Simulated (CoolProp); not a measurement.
100 sccm (0 °C, 1 atm) of nitrogen bubbles through liquid tetrahydrofuran at 274.2 K and leaves saturated at a total pressure of 0.15 MPa (ideal gas phase). Each further row changes one setting.

Values from CoolProp's reference Helmholtz-energy equation of state, Fiedler 2023.

| case | vapour pressure (kPa) | mole fraction of vapour | delivery (mg/min) | delivery (sccm) | change of delivery for a bath 1 K warmer (%) |
|---|---|---|---|---|---|
| as stated | 6.77 | [?] | [?] | 4.73 | [?] |
| bath temperature 279.2 K | [?] | 0.0587 | [?] | 6.23 | 5.6 |
| total pressure 0.3 MPa | 6.77 | 0.0226 | [?] | 2.31 | 5.6 |

Complete the blanks.


- as stated, mole fraction of vapour: 0.0452
- as stated, delivery (mg/min): 15.2
- as stated, change of delivery for a bath 1 K warmer (%): 5.7
- bath temperature 279.2 K, vapour pressure (kPa): 8.80
- bath temperature 279.2 K, delivery (mg/min): 20.1
- total pressure 0.3 MPa, delivery (mg/min): 7.43
